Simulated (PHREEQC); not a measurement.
Solution (32 °C): 0.05 mol/kgw KOH, 0.084 mol/kgw KNO3 and 0.00075 mol/kgw H3BO3. It is in equilibrium with CO2 at log p = -1 (atm). Otherwise closed; pH follows from the charge balance.

Model: ion-association model, phreeqc.dat, run in PHREEQC.

Each row changes one thing in this solution. This is a speciation only: nothing precipitates in the calculation.

| case | pH | ionic strength (mol/kgw) | HCO3- (mol/kgw) | CO2 (mol/kgw) | CO3-2 (mol/kgw) | H2BO3- (mol/kgw) |
|---|---|---|---|---|---|---|
| as made | 7.45 | 0.134 | 0.0496 | 0.00276 | 0.000165 | 1.82e-5 |
| KNO3 replaced by KBr at the same molality | 7.45 | 0.134 | 0.0496 | 0.00276 | 0.000165 | 1.82e-5 |
| 0.017 mol/kgw HBr added | 7.27 | 0.134 | 0.0328 | 0.00276 | ? | 1.21e-5 |
| diluted 100-fold with water | 5.55 | 0.00134 | 0.000503 | 0.00284 | 1.08e-8 | 1.81e-9 |
| 0.0051 mol/kgw CO2 added | 7.45 | 0.134 | 0.0496 | 0.00276 | 0.000165 | 1.82e-5 |
| temperature from 32 to 85 °C | 7.84 | 0.135 | 0.0487 | 0.00116 | 0.000603 | 9.14e-5 |
| KOH from 0.05 to 0.1 mol/kgw | 7.74 | 0.185 | 0.0986 | 0.00272 | 0.000684 | 3.55e-5 |
| KOH from 0.05 to 0.5 mol/kgw | 8.37 | ? | 0.463 | 0.00248 | ? | 0.000145 |

**Question.** Complete the blanks.

**Answer.** 
- 0.017 mol/kgw HBr added, CO3-2 (mol/kgw): 7.20e-5
- KOH from 0.05 to 0.5 mol/kgw, ionic strength (mol/kgw): 0.603
- KOH from 0.05 to 0.5 mol/kgw, CO3-2 (mol/kgw): 0.0186

At this temperature some constants are extrapolated from 25 °C, and those without enthalpy data are left unchanged.
